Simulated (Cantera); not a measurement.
A perfectly stirred reactor is fed with H₂ : O₂ : N₂ = 0.033 : 1 : 1.1 (molar parts), equivalence ratio 0.017, at 2670 Pa; it is held at 1125 K, and followed from long to short residence time.

Cantera simulation using the H2/O2 subset of GRI-Mech 3.0, which has no nitrogen chemistry; the numbers are that mechanism's predictions, not measurements. Radical loss at walls, strong at low pressure, is not modelled.

Task: Predict: x(H₂) at τ = 21.0 s; x(O₂) at τ = 21.0 s; x(HO₂) at τ = 21.0 s; x(O) at τ = 21.0 s; x(OH) at τ = 21.0 s; x(H₂) at τ = 88.0 ms; x(O₂) at τ = 88.0 ms; x(HO₂) at τ = 88.0 ms; x(O) at τ = 88.0 ms; x(OH) at τ = 88.0 ms.

Result: 
* **x(H₂) at τ = 21.0 s**: 1.43e-5
* **x(O₂) at τ = 21.0 s**: 0.465
* **x(HO₂) at τ = 21.0 s**: 3.12e-7
* **x(O) at τ = 21.0 s**: 0.000106
* **x(OH) at τ = 21.0 s**: 8.90e-5
* **x(H₂) at τ = 88.0 ms**: 0.000341
* **x(O₂) at τ = 88.0 ms**: 0.462
* **x(HO₂) at τ = 88.0 ms**: 2.16e-6
* **x(O) at τ = 88.0 ms**: 0.00292
* **x(OH) at τ = 88.0 ms**: 0.000577
